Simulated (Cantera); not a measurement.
Input (Python, Cantera):

```python
import numpy as np
import cantera as ct

gas = ct.Solution("gri30.yaml")
gas.TPX = 1650, 500000, {'CO': 1, 'H2': 0.69, 'O2': 0.42, 'N2': 4.89}
reactor = ct.IdealGasConstPressureReactor(gas, energy="on", clone=False)
net = ct.ReactorNet([reactor])
net.rtol, net.atol = 1e-08, 1e-16
show = ['CO', 'H2', 'O2', 'CO2', 'NO2', 'NO', 'N2O']
times = np.geomspace(2e-06, 1, 15)

steps = ct.SolutionArray(gas, extra=["t"])
rows = []
print(f"{'t/s':>10s}{'T/K':>9s}{'P/Pa':>11s}" + "".join(f"{s:>11s}" for s in show))
for t in times:
    while net.time < t:
        t_next = net.step()
        steps.append(gas.state, t=t_next)
    rows.append([np.interp(t, steps.t, y) for y in (steps.T, steps.P, *steps(*show).X.T)])
    print(f"{t:10.3e}{rows[-1][0]:9.1f}{rows[-1][1]:11.4g}" + "".join(f"{x:11.3e}" for x in rows[-1][2:]))
rate = np.gradient(steps.T, steps.t)
print("integrator steps:", len(steps.t))
if steps.T.max() > steps.T[0] + 200:
    print(f"time of steepest temperature rise: {steps.t[rate.argmax()]:.4e} s")
gas.TPX = 1650, 500000, {'CO': 1, 'H2': 0.69, 'O2': 0.42, 'N2': 4.89}
gas.equilibrate("HP")
print(f"equilibrium (HP): T = {gas.T:.1f} K  " + "  ".join(f"{s} {gas[s].X[0]:.3e}" for s in show))
```

Result:

```
       t/s      T/K       P/Pa         CO         H2         O2        CO2        NO2         NO        N2O
 2.000e-06   1650.2      5e+05  1.428e-01  9.837e-02  5.990e-02  1.779e-05  1.198e-15  1.021e-11  2.796e-10
 5.106e-06   1832.5      5e+05  1.286e-01  2.269e-02  1.657e-02  1.577e-02  2.670e-09  9.162e-06  1.883e-07
 1.304e-05   2200.8      5e+05  1.045e-01  2.682e-02  4.386e-03  4.374e-02  1.018e-08  7.555e-05  1.346e-07
 3.328e-05   2378.9      5e+05  1.034e-01  2.621e-02  1.552e-03  4.694e-02  1.105e-08  1.240e-04  9.797e-08
 8.498e-05   2461.5      5e+05  1.028e-01  2.604e-02  3.743e-04  4.852e-02  8.860e-09  1.575e-04  6.393e-08
 2.170e-04   2490.6      5e+05  1.028e-01  2.614e-02  9.654e-05  4.890e-02  6.797e-09  1.776e-04  4.462e-08
 5.539e-04   2495.9      5e+05  1.028e-01  2.619e-02  6.047e-05  4.894e-02  6.600e-09  1.958e-04  4.005e-08
 1.414e-03   2495.8      5e+05  1.028e-01  2.620e-02  5.937e-05  4.892e-02  7.737e-09  2.308e-04  4.062e-08
 3.611e-03   2495.3      5e+05  1.028e-01  2.623e-02  5.895e-05  4.888e-02  9.840e-09  2.945e-04  4.220e-08
 9.218e-03   2494.7      5e+05  1.029e-01  2.625e-02  5.856e-05  4.884e-02  1.186e-08  3.560e-04  4.409e-08
 2.354e-02   2494.6      5e+05  1.029e-01  2.626e-02  5.847e-05  4.884e-02  1.231e-08  3.699e-04  4.456e-08
 6.009e-02   2494.6      5e+05  1.029e-01  2.626e-02  5.847e-05  4.884e-02  1.232e-08  3.700e-04  4.456e-08
 1.534e-01   2494.6      5e+05  1.029e-01  2.626e-02  5.847e-05  4.884e-02  1.232e-08  3.700e-04  4.456e-08
 3.917e-01   2494.6      5e+05  1.029e-01  2.626e-02  5.847e-05  4.884e-02  1.232e-08  3.700e-04  4.456e-08
 1.000e+00   2494.6      5e+05  1.029e-01  2.626e-02  5.847e-05  4.884e-02  1.232e-08  3.700e-04  4.456e-08
integrator steps: 1264
time of steepest temperature rise: 4.5138e-06 s
equilibrium (HP): T = 2494.6 K  CO 1.029e-01  H2 2.626e-02  O2 5.847e-05  CO2 4.884e-02  NO2 1.232e-08  NO 3.700e-04  N2O 4.456e-08
```

Model: GRI-Mech 3.0 (53 species, 325 reactions), integrated in Cantera. The hydrogen kinetics of GRI-Mech 3.0 are dated; newer H2 mechanisms differ, most at raised pressure.
